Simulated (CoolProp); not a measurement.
Vapour-liquid equilibrium of toluene (1) + n-nonane (2) at 471.8 K; x and y are mole fractions of (1).

Values from CoolProp's multi-fluid Helmholtz-energy mixture model, Lemmon 2006 and Lemmon 2006; pair parameters Bell 2016.

| x | bubble pressure, mixture model (bar) | bubble pressure, Raoult's law (bar) | y, mixture model | y, Raoult's law |
|---|---|---|---|---|
| 0.05 | (withheld) | 3.307 | 0.111 | 0.111 |
| 0.2 | 4.089 | 3.941 | 0.366 | 0.372 |
| 0.35 | 4.789 | 4.575 | 0.543 | 0.560 |
| 0.5 | (withheld) | 5.209 | 0.676 | 0.703 |
| 0.65 | 6.041 | 5.844 | 0.784 | 0.815 |
| 0.8 | 6.607 | 6.478 | (withheld) | 0.904 |
| 0.95 | (withheld) | 7.112 | 0.970 | 0.978 |

Task: Fill in the missing entries.

Result: 
- 0.05, bubble pressure, mixture model (bar): 3.347
- 0.5, bubble pressure, mixture model (bar): 5.439
- 0.8, y, mixture model: 0.879
- 0.95, bubble pressure, mixture model (bar): 7.147

The largest gap from Raoult's law is +4.7 % in bubble pressure, at x = 0.35. No azeotrope shows between x = 0.05 and 0.95.

Pair parameters are fitted to limited data, so mixtures are less certain than the pure fluids.
